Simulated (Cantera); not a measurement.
## Premixed flame

A freely propagating, adiabatic, planar premixed flame of CO : H2 : CH4 : O2 : N2 = 1 : 0.41 : 0.031 : 0.548 : 1.59 (molar parts), equivalence ratio 1.4, unburnt at 375 K and 3900 Torr; mixture-averaged transport, grid criteria slope 0.08 and curve 0.16, no radiation.

Cantera simulation using GRI-Mech 3.0 (53 species, 325 reactions); the numbers are that mechanism's predictions, not measurements. Burning velocities carry a grid error of a few per cent, more on coarse grids.

```
z (mm)   T (K)  u (m/s)   x CO    x H2     x CH4     x O2    x CO2      x OH
-------  -----  -------  -----  ------  --------  -------  -------  --------
-0.174     375     1.64  0.279   0.115   0.00866    0.153    <1e-8     <1e-8
-0.116     375     1.64  0.280   0.114   0.00867    0.153    <1e-8     <1e-8
-0.0870    375     1.64  0.280   0.113   0.00868    0.153  2.24e-7     <1e-8
-0.0580    378     1.64  0.281   0.109   0.00871    0.154  5.00e-6     <1e-8
-0.0290    471     2.01  0.285  0.0890   0.00865    0.154  0.00101   5.96e-6
-0.0145    883     3.70  0.277  0.0648   0.00710    0.138   0.0130  0.000702
0         1402     5.80  0.254  0.0390   0.00294   0.0986   0.0432   0.00276
0.0145    1733     7.06  0.221  0.0222  0.000338   0.0589   0.0843   0.00669
0.0290    1913     7.68  0.193  0.0173   1.66e-5   0.0375    0.119   0.00953
0.0580    2102     8.28  0.164  0.0174   3.91e-8   0.0226    0.155    0.0114
0.116     2272     8.83  0.150  0.0172     <1e-8   0.0148    0.174    0.0113
0.232     2410     9.28  0.143  0.0157     <1e-8  0.00966    0.184   0.00978
0.464     2510     9.59  0.137  0.0144     <1e-8  0.00567    0.193   0.00771
```
x: mole fraction of selected species; z is measured from the peak of heat release.

```yaml
laminar_burning_velocity: 164 cm/s
thermal_thickness: 0.0580 mm
peak x(OH): 0.0116
grid_points: 136
```
